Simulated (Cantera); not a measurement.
Source: NASA polynomial tables (part measured, part estimated), evaluated in Cantera. Values are per mole of reaction as written; species without (g) are pure solids or liquids, kept so even where they would boil at 1 bar. TiC: taken at fixed stoichiometry.

7 Cl(g) + TiC → CCl₄(g) + TiCl₃(g)

```json
[
 {"T (K)": "300", "ΔH° (kJ)": "-1300.2", "ΔS° (J/K)": "-553.8", "ΔG° (kJ)": "-1134.0", "log10 K": "197.45"},
 {"T (K)": "2225", "ΔH° (kJ)": "…", "ΔS° (J/K)": "…", "ΔG° (kJ)": "…", "log10 K": "…"},
 {"T (K)": "2275", "ΔH° (kJ)": "…", "ΔS° (J/K)": "…", "ΔG° (kJ)": "…", "log10 K": "…"},
 {"T (K)": "2325", "ΔH° (kJ)": "-1336.7", "ΔS° (J/K)": "-596.1", "ΔG° (kJ)": "49.1", "log10 K": "-1.10"},
 {"T (K)": "2375", "ΔH° (kJ)": "-1337.6", "ΔS° (J/K)": "-596.4", "ΔG° (kJ)": "78.9", "log10 K": "-1.74"},
 {"T (K)": "2425", "ΔH° (kJ)": "-1338.5", "ΔS° (J/K)": "-596.8", "ΔG° (kJ)": "108.8", "log10 K": "-2.34"},
 {"T (K)": "2475", "ΔH° (kJ)": "…", "ΔS° (J/K)": "…", "ΔG° (kJ)": "…", "log10 K": "…"}
]
```

Question: Complete the blanks.

Answer: 
- 2225, ΔH° (kJ): -1335.0
- 2225, ΔS° (J/K): -595.3
- 2225, ΔG° (kJ): -10.5
- 2225, log10 K: 0.25
- 2275, ΔH° (kJ): -1335.8
- 2275, ΔS° (J/K): -595.7
- 2275, ΔG° (kJ): 19.3
- 2275, log10 K: -0.44
- 2475, ΔH° (kJ): -1339.5
- 2475, ΔS° (J/K): -597.2
- 2475, ΔG° (kJ): 138.6
- 2475, log10 K: -2.93
